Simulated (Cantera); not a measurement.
A closed system holds: 1 mol C2H6, 0.046 mol CO2, 8.5 mol N2, 0.033 mol H2O, at 0.110 bar.

Equilibrium computed with Cantera from the NASA thermochemical tables; the gas is ideal and each condensed phase is pure. Candidate condensed phases: C, C6H6, C7H8, C8H18, H2O; 136 gas species. Rates play no part. All values below are at 1577 °C.

Base state: N2 0.727, H2 0.258, CO 0.0107, HCN 0.00337, H 0.000825, HNC 0.000143, C2H2 (acetylene) 6.74e-5 (mole fractions); condensed: C(graphite).

**Question.** What changes in the equilibrium state with this change: CO2 from 0.046 to 4 mol?

**Answer.** 
```csv
species,before,after
N2,0.727,0.485
CO,0.0107,0.294
H2,0.258,0.105
CO2,<1e-9,0.0478
H2O,6.81e-8,0.0681
HCN,0.00337,1.95e-8
HNC,0.000143,<1e-9
"C(graphite), mol",1.88,0
```
